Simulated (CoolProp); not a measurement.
Vapour pressure (MPa) of methane: the reference equation beside estimates from Tc = 190.6 K, pc = 4.599 MPa, ω = 0.011.

Computed with CoolProp (reference Helmholtz-energy equation of state, Setzmann 1991).

| T (K) | reference | Lee-Kesler | Redlich-Kwong | Soave-Redlich-Kwong | Peng-Robinson |
|---|---|---|---|---|---|
| 150.8 | 1.078 | 1.080 | 1.046 | 1.090 | 1.086 |
| 154.7 | 1.279 | 1.281 | 1.254 | 1.295 | 1.288 |
| 158.5 | 1.498 | 1.500 | 1.482 | 1.519 | 1.510 |
| 162.3 | 1.744 | 1.745 | 1.737 | 1.769 | 1.758 |
| 166.2 | 2.025 | 2.025 | 2.028 | 2.055 | 2.041 |
| 170 | 2.328 | 2.328 | 2.341 | 2.362 | 2.348 |
| 173.9 | 2.673 | 2.672 | 2.695 | 2.710 | 2.695 |
| 177.7 | 3.043 | 3.043 | 3.071 | 3.082 | 3.067 |
| 181.6 | 3.462 | 3.462 | 3.492 | 3.498 | 3.485 |
| 185.4 | 3.911 | 3.913 | 3.937 | 3.940 | 3.931 |

Absolute difference from the reference over all 10 rows, mean and median: Lee-Kesler 0.1 and 0.0 %, Redlich-Kwong 1.0 and 0.8 %, Soave-Redlich-Kwong 1.3 and 1.3 %, Peng-Robinson 0.7 and 0.8 %.
